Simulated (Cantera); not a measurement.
FeS₂ + H₂ (hydrogen reduction and annealing atmospheres)

Input: 1 mol FeS₂, 2.2 mol H₂, equilibrated at 1375 K.

Equilibrium computed with Cantera from the NASA thermochemical tables; the gas is ideal and each condensed phase is pure. Candidate condensed phases: Fe, FeS, FeS₂, S; 8 gas species. FeS: taken at fixed stoichiometry. Kinetics and transport are ignored.

```csv
P (Pa),x H₂,x H₂S,x S₂,x SH,x S,x H,x Fe,n FeS(s)
10,0.799,0.0234,0.174,0.00351,0.000349,0.000306,2.78e-5,1.000
42,0.786,0.0460,0.165,0.00339,0.000166,0.000148,3.31e-6,1.000
180,0.761,0.0874,0.148,0.00316,7.59e-5,7.05e-5,3.94e-7,1.000
750,0.723,0.153,0.121,0.00279,3.37e-5,3.36e-5,5.11e-8,1.00
3200,0.669,0.245,0.0844,0.00224,1.36e-5,1.57e-5,6.96e-9,1.00
13000,0.614,0.337,0.0469,0.00160,5.03e-6,7.45e-6,1.14e-9,1.00
56000,0.572,0.408,0.0184,0.000967,1.52e-6,3.46e-6,2.04e-10,1.00
240000,0.553,0.441,0.00535,0.000513,3.95e-7,1.65e-6,4.26e-11,1.00
1000000,0.548,0.451,0.00137,0.000258,9.80e-8,8.02e-7,9.88e-12,1.00
```
x: gas mole fraction; n: condensed amount in mol.

From 10.0 Pa to 10.0 bar the condensed part is FeS(s).
